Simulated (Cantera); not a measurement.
Input: 1 mol Al(CH₃)₃, 5.9 mol O₂, 110 mol N₂, equilibrated at 775 °C and 27.0 Pa.

These are equilibrium values from Cantera (NASA tables, ideal gas, pure condensed phases), not measurements of a reactor. Candidate condensed phases: Al, AlN, Al₂O₃, C, C₆H₆, C₇H₈, C₈H₁₈, H₂O; 148 gas species. The feed counts by its element totals alone. Equilibrium is a limit: real reactors are often held back by kinetics, nucleation or transport.

Base state: N₂ 0.936, H₂O 0.0372, CO₂ 0.0249, H₂ 0.00109, CO 0.000614 (mole fractions); condensed: Al₂O₃(s).

Task: What changes in the equilibrium state with this change: Al(CH₃)₃ replaced by AlCl₃?

Result: 
| species | before | after |
|---|---|---|
| N₂ | 0.936 | 0.941 |
| O₂ | <1e-9 | 0.0440 |
| Cl₂ | 0 | 0.0104 |
| H₂O | 0.0372 | 0 |
| CO₂ | 0.0249 | 0 |
| Cl | 0 | 0.00479 |
| H₂ | 0.00109 | 0 |
| CO | 0.000614 | 0 |
| Al₂O₃(s), mol | 0.500 | 0.500 |
Further candidate phases: AlCl₃.
